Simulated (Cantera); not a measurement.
Input: 1 mol Cr, a varied amount of H2O, 2.1 mol H2, held at 32.3 Torr.

Method: chemical equilibrium by Gibbs-energy minimisation in Cantera with the NASA 1993 tables (ideal gas, pure condensed phases). Candidate condensed phases: Cr, Cr2O3, H2O; 13 gas species. Mutual solubility and eutectic melting of coexisting phases are not modelled. Rates play no part.

Stable condensed phases, one row left out:

```
T in °C \ n(H2O) in mol
         0.032 0.042 0.054  0.07  0.09  0.12  0.15  0.19  0.25  0.33
   2152      A     A     A     A     A     A     A     A     A     A
   2102      A     A     A     A     A     A     A     A     A     A
   2052      A     A     A     A     A     A     A     A     B     B
   2002      A     A     A     A     A     A     B     B     B     B
   1952      C     C     C     C     D     D     D     D     D     D
   1902      C     C     C     D     D     D     D     D     D     D
   1802      C     C     D     D     D     D     D     D     D     D
   1752      C     D     D     D     D     D     D     D     D     D
   1702      D     D     D     D     D     D     D     D     D     D
   1652      D     D     D     D     D     D     D     D     D     D
   1602      D     D     D     D     D     D     D     D     D     D
   1552      D     D     D     D     D     D     D     D     D     D
```

A: gas only; B: Cr2O3; C: Cr; D: Cr + Cr2O3.

Task: Give the row for 1852 °C.

Result: 0.032: Cr; 0.042: Cr; 0.054: Cr + Cr2O3; 0.07: Cr + Cr2O3; 0.09: Cr + Cr2O3; 0.12: Cr + Cr2O3; 0.15: Cr + Cr2O3; 0.19: Cr + Cr2O3; 0.25: Cr + Cr2O3; 0.33: Cr + Cr2O3.
